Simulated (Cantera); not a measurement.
**Gas-phase reforming**

An isothermal, constant-pressure homogeneous reactor starts with 43.5 % CH4, 56.5 % H2O, at 1900 K and 100000 Pa.

Cantera simulation using GRI-Mech 3.0 (53 species, 325 reactions); the numbers are that mechanism's predictions, not measurements.

```csv
t (s),x CH4,x H2O,x CH3,x C2H4,x CH2,x H2
4.00e-5,0.396,0.556,0.00839,0.00791,8.32e-6,0.0269
0.000105,0.309,0.526,0.00772,0.0218,8.92e-6,0.112
0.000276,0.201,0.474,0.00462,0.0103,5.69e-6,0.238
0.000726,0.113,0.429,0.00258,0.00286,3.84e-6,0.341
0.00191,0.0556,0.390,0.00131,0.00116,2.63e-6,0.415
0.00502,0.0295,0.344,0.000714,0.000800,1.82e-6,0.470
0.0132,0.0214,0.279,0.000492,0.000642,1.19e-6,0.526
0.0346,0.0157,0.202,0.000336,0.000444,6.74e-7,0.588
0.0910,0.00974,0.134,0.000196,0.000233,3.20e-7,0.644
0.239,0.00479,0.0888,9.29e-5,7.85e-5,1.28e-7,0.681
0.629,0.00148,0.0687,2.83e-5,9.77e-6,3.44e-8,0.698
1.65,7.90e-5,0.0648,1.50e-6,3.96e-8,1.73e-9,0.702
4.34,1.11e-7,0.0647,2.11e-9,<1e-12,2.44e-12,0.702
11.4,9.93e-8,0.0647,1.89e-9,<1e-12,2.19e-12,0.702
30.0,9.93e-8,0.0647,1.89e-9,<1e-12,2.19e-12,0.702
```
x: mole fraction; the columns are a selection and need not sum to one.

Equilibrium at this temperature and pressure: CH4 1.20e-7, H2O 0.0647, CH3 2.28e-9, C2H4 <1e-12, CH2 2.64e-12, H2 0.702 (gas phase only).
